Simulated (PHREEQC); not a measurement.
**City or well water (model solution)**

A made-up water analysis in mg/kgw, 30 °C, pH 6.99, pe 10.3: Na 48.7; K 6.02; Ca 14.7; Mg 4.7; Cl 3.74; S(6) as SO4 50.4; Alkalinity as HCO3 141; N(5) as NO3 3.37; B 0.245.

Valence states are taken as typed.

Model: ion-association model, wateq4f.dat, run in PHREEQC.

```yaml
ionic_strength: 0.00438 mol/kgw
charge_balance_error: -1.9 %
```

```csv
species,molality,activity,log γ
HCO3-,0.00229,0.00214,-0.030
Na+,0.00211,0.00197,-0.031
SO4-2,0.000488,0.000367,-0.123
CO2,0.000465,0.000466,0.000
Ca+2,0.000339,0.000256,-0.122
Mg+2,0.000176,0.000134,-0.121
K+,0.000153,0.000143,-0.032
```

No solid was allowed to form.
